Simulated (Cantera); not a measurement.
## Hydrocarbon pyrolysis for carbon deposition

An isothermal, constant-pressure homogeneous reactor starts with 3.45 % C2H4, 96.6 % H2, at 1575 K and 0.720 bar.

Computed with Cantera and GRI-Mech 3.0 (53 species, 325 reactions). GRI-Mech 3.0 was tuned for natural gas; its chemistry of ethylene as a main component is partial and can be far from experiment. GRI-Mech 3.0 stops at C3 and has no aromatics, soot or wall deposition, so with more carbon than oxygen in the feed, carbon stays in small species such as C2H2 where larger ones or solid carbon would form.

```csv
t (s),x C2H4,x H2,x C2H,x C2H2,x CH3
2.00e-6,0.0345,0.966,<1e-12,2.74e-6,<1e-12
7.23e-6,0.0345,0.966,<1e-12,9.93e-6,9.37e-12
2.62e-5,0.0344,0.966,<1e-12,3.62e-5,1.03e-10
9.46e-5,0.0343,0.966,<1e-12,0.000134,1.20e-9
0.000342,0.0339,0.966,6.13e-12,0.000541,1.57e-8
0.00124,0.0297,0.966,7.59e-10,0.00448,5.60e-7
0.00447,0.00950,0.966,5.92e-9,0.0236,2.34e-6
0.0162,0.00282,0.965,6.72e-9,0.0296,3.39e-6
0.0585,0.00269,0.964,5.99e-9,0.0288,5.88e-6
0.211,0.00247,0.961,4.75e-9,0.0264,1.21e-5
0.765,0.00197,0.955,3.31e-9,0.0211,2.41e-5
2.77,0.00156,0.949,2.46e-9,0.0166,3.36e-5
10.0,0.00154,0.949,2.41e-9,0.0163,3.42e-5
```
x: mole fraction; the columns are a selection and need not sum to one.

Equilibrium at this temperature and pressure: C2H4 0.00154, H2 0.949, C2H 2.41e-9, C2H2 0.0163, CH3 3.42e-5 (gas phase only).
